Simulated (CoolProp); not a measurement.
CF4 (R14) along the isotherm -129.45 °C: density (kg/m³) from the reference equation and from simpler models built on Tc = -45.8 °C, pc = 3762 kPa, ω = 0.178; each cubic takes its own stable root.

Values from CoolProp's reference Helmholtz-energy equation of state, Platzer 1990. This equation is an older, rougher fit; its heat capacities, sound speeds and derivatives of the liquid may be far off and weren't checked against measurements.

| p (kPa) | phase | reference |
|---|---|---|
| 2350 | liquid | 1619 |
| 4700 | liquid | 1627 |
| 7050 | liquid | 1635 |
| 9410 | liquid | 1642 |
| 11800 | liquid | 1649 |
| 14100 | liquid | 1656 |
| 16500 | liquid | 1663 |
| 18800 | liquid | 1669 |

Task: How far does each simpler model (van der Waals, Redlich-Kwong, Soave-Redlich-Kwong) lie from the reference over these 8 states: mean and median of the absolute difference, and the worst?

Result: 
- van der Waals: mean 32.2 %, median 32.0 %, worst -33.8 % at -129.45 °C and 2350 kPa
- Redlich-Kwong: mean 2.7 %, median 2.6 %, worst -3.6 % at -129.45 °C and 2350 kPa
- Soave-Redlich-Kwong: mean 1.2 %, median 1.2 %, worst -1.7 % at -129.45 °C and 2350 kPa
